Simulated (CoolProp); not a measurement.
A Linde-Hampson liquefier for ethylene: isothermal reversible compression at 300 K from 1 atm to 15 MPa, throttling to 1 atm, return gas leaving the recuperator 5 K below the feed. Each further row changes one setting.

Values from CoolProp's reference Helmholtz-energy equation of state, Smukala 2000.

```json
[
 {"case": "as stated", "liquid yield per pass": "0.460", "compression work (kJ/kg of gas)": "360"},
 {"case": "high pressure 30 MPa", "liquid yield per pass": "0.475", "compression work (kJ/kg of gas)": "397"},
 {"case": "warm-end temperature 330 K", "liquid yield per pass": "0.351", "compression work (kJ/kg of gas)": "425"},
 {"case": "warm-end gap 10 K", "liquid yield per pass": "0.454", "compression work (kJ/kg of gas)": "360"}
]
```
